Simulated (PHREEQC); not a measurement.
Consider water at 75 °C with 0.19 mol HBr, 0.0034 mol AlCl3 and 0.019 mol KCl per kg of water. Closed to the air; pH follows from the charge balance.

The numbers come from PHREEQC with the ion-association model, phreeqc.dat.

```json
{
  "pH": "0.83",
  "ionic_strength": "0.229 mol/kgw",
  "activity_of_water": "0.993",
  "specific_conductance": "152000 µS/cm",
  "density": "0.986 g/cm³",
  "total_alkalinity": "-190 meq/kg"
}
```

| species | molality | activity | log γ |
|---|---|---|---|
| H+ | 0.190 | 0.147 | -0.110 |
| Br- | 0.190 | 0.125 | -0.182 |
| Cl- | 0.0292 | 0.0199 | -0.167 |
| K+ | 0.0190 | 0.0129 | -0.169 |
| Al+3 | 0.00340 | 0.000346 | -0.992 |
| AlOH+2 | 1.67e-6 | 4.42e-7 | -0.578 |

Precipitation was switched off in this run. Species that the database lacks are ignored. Away from 25 °C the constants follow the database's enthalpies or fits; those with neither stay at their 25 °C values.
